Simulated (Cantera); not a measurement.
**Counterflow diffusion flame**

A counterflow diffusion flame at 1.09 atm, nozzles 20 mm apart: fuel side CH4 : C2H6 = 1 : 0.094 (molar parts) at 500 K, oxidiser side O2 : N2 = 0.27 : 0.73 (molar parts) at 823 K, fuel mass flux 1 times the oxidiser's; mixture-averaged transport, no radiation.

Detailed kinetics in Cantera: GRI-Mech 3.0 (53 species, 325 reactions). GRI-Mech 3.0 has no aromatics or soot, which form on the fuel side of real flames. The maximum strain rate includes the flame's own expansion and is several times the mean.

```csv
oxidiser flux (kg/m²/s),max strain (1/s),mean strain (1/s),T max (K),peak x OH,peak x H,peak x NO,peak x CO,peak x C2H2
0.28,291,60.6,2477,0.0180,0.00794,0.000944,0.104,0.0289
0.4,404,86.6,2447,0.0180,0.00827,0.000785,0.101,0.0282
0.59,577,128,2418,0.0179,0.00865,0.000660,0.0981,0.0274
0.85,808,184,2399,0.0178,0.00903,0.000572,0.0958,0.0266
1.2,1110,260,2384,0.0178,0.00941,0.000504,0.0938,0.0258
1.8,1620,390,2365,0.0175,0.00982,0.000429,0.0917,0.0246
2.7,2360,584,2343,0.0170,0.0101,0.000354,0.0897,0.0232
3.9,3330,844,2321,0.0165,0.0103,0.000287,0.0882,0.0215
5.6,4660,1210,2294,0.0157,0.0103,0.000222,0.0869,0.0195
```
x: mole fraction; the columns are a selection and need not sum to one.
